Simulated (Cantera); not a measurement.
**Adiabatic ignition**

An adiabatic, constant-volume homogeneous reactor starts with 12.8 % C2H4, 17.5 % O2, 65.9 % N2, 3.85 % CO2, equivalence ratio 2.2, at 1750 K and 0.220 bar.

Computed with Cantera and GRI-Mech 3.0 (53 species, 325 reactions). GRI-Mech 3.0 was tuned for natural gas; its chemistry of ethylene as a main component is partial and can be far from experiment. Above 3000 K some thermodynamic fits are extrapolated.

```json
[
 {"t (s)": "3.00e-6", "T (K)": "1750", "P (bar)": "0.220", "x C2H4": "0.128", "x O2": "0.175", "x CO2": "0.0385", "x H2": "5.91e-5", "x CH3": "1.39e-7", "x NO": "<1e-12", "x C2H2": "5.89e-5"},
 {"t (s)": "1.50e-5", "T (K)": "1749", "P (bar)": "0.220", "x C2H4": "0.128", "x O2": "0.174", "x CO2": "0.0385", "x H2": "0.000322", "x CH3": "1.36e-5", "x NO": "<1e-12", "x C2H2": "0.000303"},
 {"t (s)": "7.54e-5", "T (K)": "3216", "P (bar)": "0.492", "x C2H4": "2.96e-6", "x O2": "0.000178", "x CO2": "0.0232", "x H2": "0.111", "x CH3": "0.000611", "x NO": "0.000442", "x C2H2": "0.00213"},
 {"t (s)": "0.000378", "T (K)": "2986", "P (bar)": "0.467", "x C2H4": "<1e-12", "x O2": "0.000485", "x CO2": "0.0196", "x H2": "0.110", "x CH3": "2.71e-11", "x NO": "0.00144", "x C2H2": "<1e-12"},
 {"t (s)": "0.00189", "T (K)": "2868", "P (bar)": "0.452", "x C2H4": "<1e-12", "x O2": "0.000733", "x CO2": "0.0197", "x H2": "0.106", "x CH3": "5.22e-12", "x NO": "0.00185", "x C2H2": "<1e-12"},
 {"t (s)": "0.00950", "T (K)": "2865", "P (bar)": "0.452", "x C2H4": "<1e-12", "x O2": "0.000735", "x CO2": "0.0197", "x H2": "0.106", "x CH3": "5.08e-12", "x NO": "0.00195", "x C2H2": "<1e-12"},
 {"t (s)": "0.0476", "T (K)": "2865", "P (bar)": "0.452", "x C2H4": "<1e-12", "x O2": "0.000735", "x CO2": "0.0197", "x H2": "0.106", "x CH3": "5.08e-12", "x NO": "0.00195", "x C2H2": "<1e-12"},
 {"t (s)": "0.239", "T (K)": "2865", "P (bar)": "0.452", "x C2H4": "<1e-12", "x O2": "0.000735", "x CO2": "0.0197", "x H2": "0.106", "x CH3": "5.08e-12", "x NO": "0.00195", "x C2H2": "<1e-12"},
 {"t (s)": "1.20", "T (K)": "2865", "P (bar)": "0.452", "x C2H4": "<1e-12", "x O2": "0.000735", "x CO2": "0.0197", "x H2": "0.106", "x CH3": "5.08e-12", "x NO": "0.00195", "x C2H2": "<1e-12"},
 {"t (s)": "6.00", "T (K)": "2865", "P (bar)": "0.452", "x C2H4": "<1e-12", "x O2": "0.000735", "x CO2": "0.0197", "x H2": "0.106", "x CH3": "5.08e-12", "x NO": "0.00195", "x C2H2": "<1e-12"}
]
```
x: mole fraction; the columns are a selection and need not sum to one.

* **time of steepest temperature rise**: 55.1 µs
* **temperature at 6.00 s**: 2865 K
* **equilibrium temperature**: 2865 K
* **x(C2H4) at 6.00 s**: <1e-12 (gas-phase equilibrium <1e-12)
* **x(O2) at 6.00 s**: 0.000735 (gas-phase equilibrium 0.000735)
* **x(CO2) at 6.00 s**: 0.0197 (gas-phase equilibrium 0.0197)
